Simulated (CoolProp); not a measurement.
Vapour-liquid equilibrium of R22 (1) + R11 (2) at 5.08 bar; x and y are mole fractions of (1).

Computed with CoolProp (multi-fluid Helmholtz-energy mixture model, Kamei 1995 and Jacobsen 1992; pair parameters Bell 2016).

Task: Give the bubble temperature and the first vapour's composition at x = 0.15, 0.25, 0.55. Is there an azeotrope?

Result: x = 0.15: 46.3 °C, y = 0.610; x = 0.25: 34.3 °C, y = 0.752; x = 0.55: 15.6 °C, y = 0.908. No azeotrope shows between x = 0.05 and 0.95.

The pair parameters rest on a limited set of measurements; away from them the model extrapolates.
